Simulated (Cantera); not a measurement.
Source: NASA polynomial tables (part measured, part estimated), evaluated in Cantera. Values are per mole of reaction as written; species without (g) are pure solids or liquids, kept so even where they would boil at 1 bar. VN: taken at fixed stoichiometry.

6 N(g) + 3 V2O4 ⇌ 4 O3(g) + 6 VN

```csv
T (K),ΔH° (kJ),ΔS° (J/K),ΔG° (kJ),log10 K,condensed phases
300,…,…,…,…,"V2O4(s), VN(s)"
1050,…,…,…,…,"V2O4(s), VN(s)"
1200,615.9,-239.7,903.6,-39.33,"V2O4(s), VN(s)"
1350,607.0,-246.7,940.1,-36.37,"V2O4(s), VN(s)"
1500,598.9,-252.4,977.5,-34.04,"V2O4(s), VN(s)"
1650,592.1,-256.7,1015.7,-32.15,"V2O4(s), VN(s)"
1800,…,…,…,…,"V2O4(s), VN(s)"
1950,234.1,-453.6,1118.7,-29.96,"V2O4(l), VN(s)"
2100,218.7,-461.2,1187.3,-29.53,"V2O4(l), VN(s)"
```

Problem. Complete the blanks.

Solution. 
- 300, ΔH° (kJ): 709.6
- 300, ΔS° (J/K): -51.2
- 300, ΔG° (kJ): 725.0
- 300, log10 K: -126.23
- 1050, ΔH° (kJ): 625.3
- 1050, ΔS° (J/K): -231.4
- 1050, ΔG° (kJ): 868.2
- 1050, log10 K: -43.19
- 1800, ΔH° (kJ): 587.1
- 1800, ΔS° (J/K): -259.7
- 1800, ΔG° (kJ): 1054.5
- 1800, log10 K: -30.60
